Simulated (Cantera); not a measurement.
trisilylamine + N2 + H2 (silicon nitride deposition)

Feed: 1 mol trisilylamine, 27 mol N2, 7.7 mol H2.

Cantera equilibrium calculation (NASA polynomials, part measured and part estimated; ideal gas, pure solids and liquids). Candidate condensed phases: Si, Si3N4; 18 gas species. The feed counts by its element totals alone. Rates play no part.

Map the stable condensed phases over T = 1048, 1123, 1198, 1273, 1348, 1423, 1498, 1573, 1648, 1723, 1798, 1873, 1948 K and P in Pa = 5, 15, 45, 140, 410, 1200, 3700, 11000, 33000, 100000.


```
T in K \ P in Pa
              5     15     45    140    410   1200   3700  11000  33000 100000
   1948       A      A      B      B      B      B      B      B      C      C
   1873       A      B      B      B      B      B      B      C      C      C
   1798       B      B      B      B      B      B      C      C      C      C
   1723       B      B      B      B      C      C      C      C      C      C
   1648       B      B      B      C      C      C      C      C      C      C
   1573       B      B      C      C      C      C      C      C      C      C
   1498       B      C      C      C      C      C      C      C      C      C
   1423       C      C      C      C      C      C      C      C      C      C
   1348       C      C      C      C      C      C      C      C      C      C
   1273       C      C      C      C      C      C      C      C      C      C
   1198       C      C      C      C      C      C      C      C      C      C
   1123       C      C      C      C      C      C      C      C      C      C
   1048       C      C      C      C      C      C      C      C      C      C
```
A: gas only; B: Si; C: Si3N4.
